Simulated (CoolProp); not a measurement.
Aqueous potassium acetate as a coolant, at 19 °C, 1 atm.

Values from CoolProp's Melinder's fits for secondary coolants.

| mass % | freezing point (°C) | Prandtl number | density (kg/m³) | cp (kJ/(kg K)) | conductivity (W/(m K)) |
|---|---|---|---|---|---|
| 4.9 | -1.9 | 7.95 | 1026 | 3.994 | 0.581 |
| 8.3 | -3.6 | 8.55 | 1043 | 3.875 | 0.569 |
| 11.6 | -5.4 | 9.21 | 1059 | 3.767 | 0.558 |
| 15 | -7.5 | 9.97 | 1076 | 3.661 | 0.546 |
| 18.4 | -9.9 | 10.8 | 1093 | 3.559 | 0.535 |
| 21.7 | -12.7 | 11.8 | 1111 | 3.463 | 0.525 |
| 25.1 | -16.3 | 13.0 | 1130 | 3.365 | 0.514 |
| 28.5 | -20.8 | 14.4 | 1150 | 3.269 | 0.503 |
| 31.8 | -26.1 | 16.1 | 1169 | 3.177 | 0.493 |
| 35.2 | -32.3 | 18.3 | 1188 | 3.084 | 0.483 |
